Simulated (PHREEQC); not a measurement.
Make-up at 25 °C: 0.12 mol/kgw K2HPO4. Closed to the air; pH follows from the charge balance.

All values are PHREEQC results (ion-association model, phreeqc.dat), not measurements.

No solid was allowed to form.

**Question.** Estimate the pH, density, ionic strength.

**Answer.** pH 9.09; density 1.014 g/cm³; ionic strength 0.338 mol/kgw.

**Question.** In which forms is K present?

**Answer.** K+ 95 %, KHPO4- 4.7 % of the K.

Species that the database lacks are ignored.
